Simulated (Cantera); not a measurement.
An adiabatic, constant-volume homogeneous reactor starts with 10.7 % CH4, 17.8 % O2, 67.0 % N2, 3.74 % H2O, 0.758 % C2H6, equivalence ratio 1.3, at 1050 K and 9.87 atm.

Computed with Cantera and GRI-Mech 3.0 (53 species, 325 reactions).

One state of this run: T (K) = 2852; P (bar) = 29.1; x CH4 = 2.90e-11; x O2 = 0.000447; x H2O = 0.203; x H2O2 = 3.18e-7; x C2H2 = <1e-12; x C2H6 = <1e-12. x: mole fraction; the columns are a selection and need not sum to one.

Problem. Which value of t (s) does it belong to?
A) 0.500
B) 0.000111
C) 0.00408
D) 0.00122

Solution. A, 0.500
